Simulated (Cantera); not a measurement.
A Cantera script and its output.

```python
import numpy as np
import cantera as ct

gas = ct.Solution("gri30.yaml")
gas.TPX = 898, 86000, {'H2': 1.8, 'O2': 1, 'N2': 13}
reactor = ct.IdealGasConstPressureReactor(gas, energy="off", clone=False)
net = ct.ReactorNet([reactor])
net.rtol, net.atol = 1e-08, 1e-18
show = ['H2', 'O2', 'NO', 'OH', 'HO2']
times = np.geomspace(1e-05, 4, 10)

steps = ct.SolutionArray(gas, extra=["t"])
rows = []
print(f"{'t/s':>10s}{'T/K':>9s}{'P/Pa':>11s}" + "".join(f"{s:>11s}" for s in show))
for t in times:
    while net.time < t:
        t_next = net.step()
        steps.append(gas.state, t=t_next)
    rows.append([np.interp(t, steps.t, y) for y in (steps.T, steps.P, *steps(*show).X.T)])
    print(f"{t:10.3e}{rows[-1][0]:9.1f}{rows[-1][1]:11.4g}" + "".join(f"{x:11.3e}" for x in rows[-1][2:]))
rate = np.gradient(steps.T, steps.t)
print("integrator steps:", len(steps.t))
if steps.T.max() > steps.T[0] + 200:
    print(f"time of steepest temperature rise: {steps.t[rate.argmax()]:.4e} s")
gas.TPX = 898, 86000, {'H2': 1.8, 'O2': 1, 'N2': 13}
gas.equilibrate("TP")
print(f"equilibrium (TP): T = {gas.T:.1f} K  " + "  ".join(f"{s} {gas[s].X[0]:.3e}" for s in show))
```

It prints:

```
       t/s      T/K       P/Pa         H2         O2         NO         OH        HO2
 1.000e-05    898.0    8.6e+04  1.139e-01  6.329e-02  2.631e-28  2.687e-14  2.439e-12
 4.192e-05    898.0    8.6e+04  1.139e-01  6.329e-02  1.587e-26  1.111e-13  1.432e-11
 1.758e-04    898.0    8.6e+04  1.139e-01  6.329e-02  4.058e-25  2.237e-13  9.307e-11
 7.368e-04    898.0    8.6e+04  1.139e-01  6.329e-02  3.292e-24  2.464e-13  4.788e-10
 3.089e-03    898.0    8.6e+04  1.139e-01  6.329e-02  1.796e-23  2.861e-13  2.170e-09
 1.295e-02    898.0    8.6e+04  1.139e-01  6.329e-02  1.433e-22  5.140e-13  1.072e-08
 5.429e-02    898.0    8.6e+04  1.139e-01  6.329e-02  9.650e-21  3.867e-12  1.096e-07
 2.276e-01    898.0    8.6e+04  1.139e-01  6.324e-02  1.506e-16  9.875e-10  6.503e-06
 9.541e-01    898.0    8.6e+04  9.908e-02  5.575e-02  9.010e-13  2.154e-08  2.121e-05
 4.000e+00    898.0    8.6e+04  5.627e-02  3.456e-02  2.704e-12  1.528e-08  1.475e-05
integrator steps: 708
equilibrium (TP): T = 898.0 K  H2 4.757e-12  O2 6.711e-03  NO 1.698e-06  OH 6.051e-09  HO2 1.211e-11
```

Detailed kinetics in Cantera: GRI-Mech 3.0 (53 species, 325 reactions). Below about 950 K walls govern HO2 and H2O2 in real vessels. The temperature is held fixed by assumption; the heat of reaction is taken as removed at once.
